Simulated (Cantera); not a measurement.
A freely propagating, adiabatic, planar premixed flame of H2 : O2 : N2 : H2O = 1 : 0.82 : 3.2 : 0.12 (molar parts), equivalence ratio 0.61, unburnt at 675 K and 9.87 atm; mixture-averaged transport, grid criteria slope 0.08 and curve 0.16, no radiation.

Model: the H2/O2 subset of GRI-Mech 3.0, which has no nitrogen chemistry, integrated in Cantera. The hydrogen kinetics of GRI-Mech 3.0 are dated; newer H2 mechanisms differ, most at raised pressure. Burning velocities carry a grid error of a few per cent, more on coarse grids. Lean hydrogen flames are cellular in practice and burn faster than this planar one.

x: mole fraction of selected species; z is measured from the peak of heat release.

```json
[
 {"z (mm)": "-0.107", "T (K)": "676", "u (m/s)": "1.74", "x H2": "0.190", "x O2": "0.160", "x H2O": "0.0236", "x H": "<1e-8", "x OH": "<1e-8", "x H2O2": "2.29e-7"},
 {"z (mm)": "-0.0712", "T (K)": "680", "u (m/s)": "1.73", "x H2": "0.181", "x O2": "0.162", "x H2O": "0.0243", "x H": "<1e-8", "x OH": "<1e-8", "x H2O2": "2.01e-6"},
 {"z (mm)": "-0.0534", "T (K)": "687", "u (m/s)": "1.73", "x H2": "0.171", "x O2": "0.164", "x H2O": "0.0255", "x H": "<1e-8", "x OH": "<1e-8", "x H2O2": "[?]"},
 {"z (mm)": "-0.0356", "T (K)": "721", "u (m/s)": "1.77", "x H2": "[?]", "x O2": "0.166", "x H2O": "[?]", "x H": "<1e-8", "x OH": "<1e-8", "x H2O2": "[?]"},
 {"z (mm)": "-0.0178", "T (K)": "925", "u (m/s)": "2.20", "x H2": "0.102", "x O2": "0.160", "x H2O": "0.0630", "x H": "2.09e-5", "x OH": "2.45e-5", "x H2O2": "0.000247"},
 {"z (mm)": "-0.00890", "T (K)": "1213", "u (m/s)": "2.84", "x H2": "0.0680", "x O2": "0.142", "x H2O": "0.107", "x H": "0.000442", "x OH": "0.000450", "x H2O2": "0.000247"},
 {"z (mm)": "0", "T (K)": "1532", "u (m/s)": "3.57", "x H2": "0.0362", "x O2": "0.114", "x H2O": "0.159", "x H": "0.00174", "x OH": "0.00213", "x H2O2": "2.20e-5"},
 {"z (mm)": "0.00890", "T (K)": "1745", "u (m/s)": "4.07", "x H2": "0.0166", "x O2": "0.0920", "x H2O": "0.194", "x H": "0.00225", "x OH": "0.00466", "x H2O2": "5.25e-6"},
 {"z (mm)": "0.0178", "T (K)": "1862", "u (m/s)": "4.34", "x H2": "0.00798", "x O2": "0.0816", "x H2O": "0.211", "x H": "0.00168", "x OH": "0.00612", "x H2O2": "3.58e-6"},
 {"z (mm)": "0.0356", "T (K)": "1961", "u (m/s)": "4.56", "x H2": "0.00285", "x O2": "0.0761", "x H2O": "0.222", "x H": "0.000625", "x OH": "0.00583", "x H2O2": "2.15e-6"},
 {"z (mm)": "0.0712", "T (K)": "2011", "u (m/s)": "4.67", "x H2": "0.000834", "x O2": "0.0751", "x H2O": "0.228", "x H": "0.000115", "x OH": "0.00379", "x H2O2": "1.10e-6"},
 {"z (mm)": "0.142", "T (K)": "2028", "u (m/s)": "4.71", "x H2": "0.000231", "x O2": "0.0752", "x H2O": "0.230", "x H": "1.93e-5", "x OH": "0.00223", "x H2O2": "5.72e-7"},
 {"z (mm)": "0.285", "T (K)": "2032", "u (m/s)": "4.71", "x H2": "0.000111", "x O2": "0.0754", "x H2O": "0.230", "x H": "7.45e-6", "x OH": "0.00167", "x H2O2": "4.30e-7"}
]
```

Q: Complete the blanks.

A: 
- -0.0534, x H2O2: 6.42e-6
- -0.0356, x H2: 0.149
- -0.0356, x H2O: 0.0310
- -0.0356, x H2O2: 3.62e-5
